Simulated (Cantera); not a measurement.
Charge: 1 mol FeS2, 0.056 mol SO2, 19 mol N2, held at 0.0920 bar.

Method: chemical equilibrium by Gibbs-energy minimisation in Cantera with the NASA 1993 tables (ideal gas, pure condensed phases). Candidate condensed phases: Fe, FeO, FeS, FeSO4, FeS2, Fe2O3, Fe2(SO4)3, Fe3O4, S; 19 gas species. FeS: taken at fixed stoichiometry. Gases not in the tables: S3 to S7. The numbers say what is thermodynamically allowed, not how fast it happens.

log p: log10 of the partial pressure in bar; n: condensed amount in mol.

```csv
T (K),log p N2,log p S2,log p SO2,log p S2O,log p SO,log p S,n FeS2(s),n Fe3O4(s),n FeS(s)
650,-1.04,-6.54,-3.57,-7.81,-11.02,<-13,1.000,1.54e-5,0
700,-1.04,-5.81,-3.57,-7.29,-10.14,<-13,1.000,8.24e-5,0
750,-1.04,-5.17,-3.57,-6.83,-9.38,<-13,0.999,0.000355,0
800,-1.04,-4.01,-3.57,-5.97,-8.56,-12.98,0.959,0,0.0413
850,-1.04,[?],-3.58,[?],[?],[?],[?],0,[?]
900,-1.05,-2.63,-3.59,-4.98,[?],[?],0,0,1.00
950,-1.05,-2.63,-3.59,-4.99,-6.97,-10.07,0,0,1.00
1000,-1.05,-2.63,-3.59,-5.00,-6.63,-9.48,0,0,1.00
1050,-1.05,-2.63,-3.59,-5.01,-6.33,-8.94,0,0,1.00
```

Problem. Some entries are withheld; supply them.

Solution. 
- 850, log p S2: -2.92
- 850, log p S2O: -5.18
- 850, log p SO: -7.82
- 850, log p S: -11.61
- 850, n FeS2(s): 0.488
- 850, n FeS(s): 0.512
- 900, log p SO: -7.34
- 900, log p S: -10.73
